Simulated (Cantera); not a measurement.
A closed system holds: 1 mol Si3N4, 2.8 mol O2, 950 mol H2, at 1998.15 K and 590000 Pa.

Cantera equilibrium calculation (NASA polynomials, part measured and part estimated; ideal gas, pure solids and liquids). Candidate condensed phases: H2O, Si, SiO2, Si2N2O, Si3N4; 35 gas species. The numbers say what is thermodynamically allowed, not how fast it happens.

Base state: H2 0.991, SiO 0.00314, H2O 0.00272, N2 0.00209, H 0.000658 (mole fractions); condensed: gas only.

Task: What changes in the equilibrium state with this change: temperature from 1998.15 K to 1225 K?

Result: 
```csv
species,before,after
H2,0.991,0.998
N2,0.00209,0.00191
H2O,0.00272,8.36e-5
SiO,0.00314,<1e-9
H,0.000658,1.28e-7
NH3,5.37e-6,4.38e-5
"SiO2(β-quartz), mol",0,2.68
"Si2N2O(s), mol",0,0.160
```
Mutual solubility and eutectic melting of coexisting phases are not modelled. The tables hold silica as quartz up to 1696 K and as liquid above; real silica turns to tridymite and cristobalite and melts near 1996 K.

Task: What changes in the equilibrium state with this change: temperature from 1998.15 K to 1600 K?

Result: 
| species | before | after |
|---|---|---|
| H2 | 0.991 | 0.998 |
| N2 | 0.00209 | 0.00189 |
| H2O | 0.00272 | 0.000209 |
| SiO | 0.00314 | 2.07e-5 |
| H | 0.000658 | 2.24e-5 |
| NH3 | 5.37e-6 | 1.19e-5 |
| SiO2(β-quartz), mol | 0 | 2.59 |
| Si2N2O(s), mol | 0 | 0.193 |
Mutual solubility and eutectic melting of coexisting phases are not modelled. The tables hold silica as quartz up to 1696 K and as liquid above; real silica turns to tridymite and cristobalite and melts near 1996 K.
